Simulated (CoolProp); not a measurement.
A single-stage vapour-compression cycle with propylene: evaporating at 285.15 K (dew point), condensing at 350.15 K (bubble point), superheat 0 K, subcooling 0 K, compressor efficiency 0.9, no pressure losses. Each further row changes one setting.

Values from CoolProp's reference Helmholtz-energy equation of state, Lemmon 2013.

```tsv
case	cooling COP	pressure ratio	discharge temperature (K)	refrigerating effect (kJ/kg)	volumetric capacity (kJ/m³)
as stated	2.09	4.28	366.4	162	2800
evaporating temperature 290.15 K	…	…	365.1	…	…
condensing temperature 345.15 K	2.50	3.89	…	181	…
subcooling 5 K	2.37	4.28	366.4	184	3170
superheat 10 K	…	4.28	374.8	180	2940
compressor efficiency 0.8	…	4.28	369.8	162	2800
```

Q: Complete the blanks.

A: 
- evaporating temperature 290.15 K, cooling COP: 2.38
- evaporating temperature 290.15 K, pressure ratio: 3.74
- evaporating temperature 290.15 K, refrigerating effect (kJ/kg): 166
- evaporating temperature 290.15 K, volumetric capacity (kJ/m³): 3290
- condensing temperature 345.15 K, discharge temperature (K): 360.2
- condensing temperature 345.15 K, volumetric capacity (kJ/m³): 3130
- superheat 10 K, cooling COP: 2.17
- compressor efficiency 0.8, cooling COP: 1.86
